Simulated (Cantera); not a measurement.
A closed system holds: 1 mol SiC, 0.0056 mol C, 1.8 mol H₂, held at 0.0100 bar.

Method: chemical equilibrium by Gibbs-energy minimisation in Cantera with the NASA 1993 tables (ideal gas, pure condensed phases). Candidate condensed phases: C, C₆H₆, C₇H₈, C₈H₁₈, Si, SiC; 87 gas species. Gases not in the tables: Si₂H₆ and higher silanes. Kinetics and transport are ignored.

Task: What share of the Si ends up in condensed phases as a function of T (K), at 1673, 1773, 1873, 1973, 2073, 2173, 2273, 2373, 2473, 2573, 2673, 2773, 2873?

Result: 
```
T (K)  Si condensed (%)      as
-----  ----------------  ------
1673              100.0  SiC(s)
1773              100.0  SiC(s)
1873              100.0  SiC(s)
1973              100.0  SiC(s)
2073               99.8  SiC(s)
2173               99.4  SiC(s)
2273               97.6  SiC(s)
2373               91.3  SiC(s)
2473               69.3  SiC(s)
2573                0.0       -
2673                0.0       -
2773                0.0       -
2873                0.0       -
```
